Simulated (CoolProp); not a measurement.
Saturation properties of ethylene.

The numbers come from the reference Helmholtz-energy equation of state, Smukala 2000 in CoolProp.

```tsv
T (K)	p (kPa)	liquid density (kg/m³)	liquid cp (kJ/(kg K))	vapour Z	surface tension (mN/m)
140.3	12.18	607.6	2.408	…	21.4
145.9	…	600.1	2.405	0.9899	20.4
151.5	30.71	…	2.404	0.9860	19.4
157.1	46.13	584.9	2.405	0.9811	18.4
162.7	67.14	577.1	2.409	0.9753	17.5
168.2	94.48	569.3	2.416	0.9684	16.5
173.8	…	561.3	2.426	0.9603	15.6
179.4	176.3	553.1	2.440	0.9509	14.7
185	233.4	544.7	2.457	0.9402	13.7
190.6	303.6	…	2.480	0.9281	12.8
196.2	388.5	…	2.507	0.9146	11.9
201.8	490.0	518.3	2.540	0.8997	11.0
207.3	607.6	509.1	2.579	0.8837	10.1
212.9	747.3	499.5	2.626	0.8657	9.24
218.5	909.2	489.4	2.683	0.8462	8.38
```

### Question
What belongs in the gaps?

### Answer

- 140.3, vapour Z: 0.9929
- 145.9, p (kPa): 19.73
- 151.5, liquid density (kg/m³): 592.6
- 173.8, p (kPa): 130.5
- 190.6, liquid density (kg/m³): 536.1
- 196.2, liquid density (kg/m³): 527.3

It boils at 169.4 K under 1 atm.

Surface tension comes from a separate correlation (Mulero 2012).
